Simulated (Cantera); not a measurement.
## Stirred combustor or abatement burner

A perfectly stirred reactor is fed with H₂ : O₂ : N₂ = 1 : 0.333 : 1.25 (molar parts), at 9000 Torr; it is adiabatic with a 550 K inlet, and is followed from long to short residence time, starting on the burning branch (τ in s: 0.097, 0.053, 0.029, 0.016, 0.0086, 0.0047, 0.0026, 0.0014, 0.00076, 0.00042, 0.00023, 0.00012, 6.8e-05).

Cantera simulation using the H2/O2 subset of GRI-Mech 3.0, which has no nitrogen chemistry; the numbers are that mechanism's predictions, not measurements. The hydrogen kinetics of GRI-Mech 3.0 are dated; newer H2 mechanisms differ, most at raised pressure. The pressure lies above the range GRI-Mech 3.0 was tuned for (to about 10 atm).

```json
[
 {"τ (s)": "0.097", "T (K)": "2453", "x H₂": "0.148", "x O₂": "9.95e-6", "x H₂O₂": "1.86e-8", "x H₂O": "0.295", "x OH": "0.000900", "x HO₂": "2.05e-8"},
 {"τ (s)": "0.053", "T (K)": "2453", "x H₂": "0.148", "x O₂": "1.20e-5", "x H₂O₂": "1.92e-8", "x H₂O": "0.295", "x OH": "0.000907", "x HO₂": "2.21e-8"},
 {"τ (s)": "0.029", "T (K)": "2453", "x H₂": "0.148", "x O₂": "1.55e-5", "x H₂O₂": "2.03e-8", "x H₂O": "0.295", "x OH": "0.000920", "x HO₂": "2.49e-8"},
 {"τ (s)": "0.016", "T (K)": "2452", "x H₂": "0.148", "x O₂": "2.17e-5", "x H₂O₂": "2.23e-8", "x H₂O": "0.294", "x OH": "0.000943", "x HO₂": "3.00e-8"},
 {"τ (s)": "0.0086", "T (K)": "2451", "x H₂": "0.147", "x O₂": "3.29e-5", "x H₂O₂": "2.61e-8", "x H₂O": "0.294", "x OH": "0.000984", "x HO₂": "3.98e-8"},
 {"τ (s)": "0.0047", "T (K)": "2449", "x H₂": "0.147", "x O₂": "5.13e-5", "x H₂O₂": "3.27e-8", "x H₂O": "0.294", "x OH": "0.00105", "x HO₂": "5.77e-8"},
 {"τ (s)": "0.0026", "T (K)": "2446", "x H₂": "0.147", "x O₂": "7.98e-5", "x H₂O₂": "4.40e-8", "x H₂O": "0.294", "x OH": "0.00117", "x HO₂": "9.02e-8"},
 {"τ (s)": "0.0014", "T (K)": "2442", "x H₂": "0.147", "x O₂": "0.000125", "x H₂O₂": "6.44e-8", "x H₂O": "0.294", "x OH": "0.00135", "x HO₂": "1.55e-7"},
 {"τ (s)": "0.00076", "T (K)": "2435", "x H₂": "0.147", "x O₂": "0.000192", "x H₂O₂": "9.82e-8", "x H₂O": "0.293", "x OH": "0.00162", "x HO₂": "2.77e-7"},
 {"τ (s)": "0.00042", "T (K)": "2425", "x H₂": "0.147", "x O₂": "0.000285", "x H₂O₂": "1.51e-7", "x H₂O": "0.292", "x OH": "0.00199", "x HO₂": "5.04e-7"},
 {"τ (s)": "0.00023", "T (K)": "2412", "x H₂": "0.147", "x O₂": "0.000423", "x H₂O₂": "2.32e-7", "x H₂O": "0.291", "x OH": "0.00249", "x HO₂": "9.32e-7"},
 {"τ (s)": "0.00012", "T (K)": "2392", "x H₂": "0.146", "x O₂": "0.000645", "x H₂O₂": "3.59e-7", "x H₂O": "0.289", "x OH": "0.00318", "x HO₂": "1.79e-6"},
 {"τ (s)": "6.8e-5", "T (K)": "2369", "x H₂": "0.146", "x O₂": "0.000932", "x H₂O₂": "5.06e-7", "x H₂O": "0.287", "x OH": "0.00391", "x HO₂": "3.07e-6"}
]
```
x: mole fraction; the columns are a selection and need not sum to one.
